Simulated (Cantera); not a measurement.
Cantera run:

```python
import numpy as np
import cantera as ct

gas_names = """
    B BF BF2 BF3 BH BHF2 BH2 BH3 BO BOF BOF2 BO2 B2 B2O B2O2 B2O3 B3O3F3 B3O3H3 F FO FO2 F2 F2O H HBO
    HBO2 HF HOF HO2 H2 H2F2 H2O H2O2 H3B3O6 H3F3 H4F4 H5F5 H6F6 H7F7 O OH O2 O3
""".split()
cond_names = """
    B(b) B(L) B2O3(L) B3O3H3(cr) H2O(s) H2O(L)
""".split()


# ... load() reads the species with a 1 bar reference pressure and builds the phases ...
atoms = {
    'BF3': {'B': 1, 'F': 3},
    'O2': {'O': 2},
    'H2': {'H': 2},
    'H2O': {'H': 2, 'O': 1},
    'HF': {'H': 1, 'F': 1},
}
top_T = {}  # K; cautious upper limits of use, not melting points


# ... equilibrate(T, P, feed) seeds the gas with the atoms and calls Mixture.equilibrate('TP', solver="vcs", rtol=1e-11, max_steps=5000) ...
results = []
feed = {'BF3': 1, 'O2': 3.7, 'H2': 2.1, 'H2O': 0.24, 'HF': 0.036}  # mol
P = 29  # Pa
for T in [1875, 1925, 1975, 2025, 2075, 2125, 2175]:
    mix = equilibrate(T, P, feed)
    results.append((T, P, feed, dict(zip(mix.species_names, mix.species_moles))))

top = {s: max(r[3][s] / sum(r[3][g] for g in gas_names) for r in results) for s in gas_names}
cols = sorted((s for s in top if top[s] > 0.0001), key=lambda s: -top[s])[:8]
seen = [c for c in cond_names if any(r[3].get(c, 0) > 1e-12 for r in results)]
print("log10 of partial pressures in bar; condensed amounts in mol")
print(f"{'T/K':>10s}" + "".join(f"{s[:9]:>10s}" for s in cols + seen))
for T, P, feed, n in results:
    ng = sum(n[g] for g in gas_names)
    print(f"{T:10.4g}" + "".join(f"{np.log10(max(n[s] / ng * P / 1e5, 1e-99)):10.3f}" for s in cols)
          + "".join(f"{n.get(c, 0):10.4g}" for c in seen))
```

Result:

```
log10 of partial pressures in bar; condensed amounts in mol
       T/K        O2        HF       H2O       BOF         O        OH         H      HBO2
      1875    -3.973    -4.043    -4.343    -4.475    -5.605    -5.468    -6.350    -5.181
      1925    -3.978    -4.045    -4.354    -4.478    -5.423    -5.356    -6.100    -5.189
      1975    -3.985    -4.047    -4.369    -4.483    -5.251    -5.254    -5.863    -5.200
      2025    -3.994    -4.050    -4.388    -4.488    -5.089    -5.160    -5.641    -5.216
      2075    -4.007    -4.056    -4.415    -4.495    -4.937    -5.075    -5.432    -5.240
      2125    -4.023    -4.063    -4.452    -4.503    -4.794    -5.001    -5.237    -5.272
      2175    -4.044    -4.073    -4.500    -4.512    -4.660    -4.939    -5.056    -5.316
```

These are equilibrium values from Cantera (NASA tables, ideal gas, pure condensed phases), not measurements of a reactor.
